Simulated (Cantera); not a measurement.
Input: 1 mol SiC, 0.0077 mol Si, 1.6 mol N2, at 1400 K and 9.50 Pa.

Method: chemical equilibrium by Gibbs-energy minimisation in Cantera with the NASA 1993 tables (ideal gas, pure condensed phases). Candidate condensed phases: C, Si, SiC, Si3N4; 20 gas species. N2 is the only nitrogen source here; it is nearly inert below about 1500 K, so the nitride shown seldom forms there in practice. Mutual solubility and eutectic melting of coexisting phases are not modelled. Kinetics and transport are ignored.

Base state: N2 1.000 (mole fractions); condensed: SiC(s) + Si3N4(s).

What changes in the equilibrium state with this change: temperature from 1400 K to 2948 K?


```csv
species,before,after
N2,1.000,0.487
Si,1.33e-6,0.304
C,<1e-9,0.0891
CN,<1e-9,0.0476
C3,<1e-9,0.0394
SiC2,<1e-9,0.0177
C2,<1e-9,0.0143
N,<1e-9,0.000709
SiC,<1e-9,0.000261
C5,<1e-9,4.68e-5
C4,<1e-9,3.16e-5
"SiC(s), mol",1.00,0
"Si3N4(s), mol",0.00257,0
```
The tables' values for SiN are old estimates; treat these amounts as uncertain.
